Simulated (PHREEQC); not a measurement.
A made-up water analysis in mg/kgw, 25 °C, pH 6.23, pe 10.5:

| constituent | mg/kgw |
|---|---|
| Na | 1.57 |
| K | 20.5 |
| Ca | 24.6 |
| Mg | 2.05 |
| Cl | 12.7 |
| S(6) as SO4 | 40.4 |
| Alkalinity as HCO3 | 49.1 |
| Pb | 0.75 |

Cl is adjusted to close the charge balance.
Valence states are taken as typed.

Equilibrium calculation in PHREEQC: ion-association model, wateq4f.dat.

| quantity | before | after |
|---|---|---|
| ionic strength (mol/kgw) | 0.00297 | 0.00402 |
| CO2 (mol/kgw) | 0.000994 | 0.000986 |
| HCO3- (mol/kgw) | 0.000797 | 0.000797 |
| Ca+2 (mol/kgw) | 0.000581 | 0.000583 |
| SO4-2 (mol/kgw) | 0.000387 | 0.000387 |
| Mg+2 (mol/kgw) | 7.92e-5 | 7.95e-5 |
| SI of Pb(OH)2 (Pb(OH)2) | -1.63 | -1.64 |
| SI of Anglesite (PbSO4) | -1.67 | -1.69 |

Problem. Which change was made?
(A) K from 20.5 to 61.5 mg/kgw
(B) all concentrations times 2 at the same typed pH
(C) pH from 6.23 to 5.93 at the same alkalinity
(D) pH from 6.23 to 5.5 at the same alkalinity

Solution. A, K from 20.5 to 61.5 mg/kgw

No solid was allowed to form.
